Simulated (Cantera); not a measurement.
An isothermal, constant-pressure homogeneous reactor starts with 1.88 % CO, 3.67 % O₂, 0.451 % H₂O, 94.0 % N₂, equivalence ratio 0.26, at 1400 K and 9.87 atm.

Computed with Cantera and GRI-Mech 3.0 (53 species, 325 reactions).

x: mole fraction; the columns are a selection and need not sum to one.

```tsv
t (s)	x CO	x O₂	x H₂O	x NO₂	x CO₂	x NO	x O
5.00e-6	0.0188	0.0367	0.00451	<1e-12	2.83e-8	<1e-12	2.46e-8
1.20e-5	0.0188	0.0367	0.00451	<1e-12	8.72e-8	<1e-12	6.15e-8
2.86e-5	0.0188	0.0367	0.00451	<1e-12	4.25e-7	<1e-12	2.04e-7
6.84e-5	0.0188	0.0367	0.00451	<1e-12	(withheld)	1.24e-12	(withheld)
0.000164	0.0182	0.0363	0.00447	8.97e-11	(withheld)	(withheld)	(withheld)
0.000391	0.0129	0.0337	0.00445	5.71e-9	0.00599	1.19e-7	0.000136
0.000935	0.00622	0.0305	0.00450	2.69e-8	0.0127	4.23e-7	6.82e-5
0.00224	0.00190	0.0284	0.00453	7.37e-8	0.0171	7.84e-7	2.22e-5
0.00535	0.000338	0.0277	0.00454	1.14e-7	0.0186	1.02e-6	4.64e-6
0.0128	3.54e-5	0.0275	0.00455	7.23e-8	0.0189	1.17e-6	7.61e-7
0.0306	2.48e-6	0.0275	0.00455	2.46e-8	0.0190	1.24e-6	1.62e-7
0.0731	1.12e-7	0.0275	0.00455	1.21e-8	0.0190	1.26e-6	6.17e-8
0.175	3.59e-8	0.0275	0.00455	1.07e-8	0.0190	1.26e-6	5.00e-8
0.418	3.57e-8	0.0275	0.00455	1.07e-8	0.0190	1.26e-6	5.00e-8
1.00	3.57e-8	0.0275	0.00455	1.07e-8	0.0190	1.27e-6	5.00e-8
```

Question: What belongs in the gaps?

Answer: 
- 6.84e-5, x CO₂: 5.83e-6
- 6.84e-5, x O: 1.92e-6
- 0.000164, x CO₂: 0.000573
- 0.000164, x NO: 2.29e-9
- 0.000164, x O: 9.64e-5
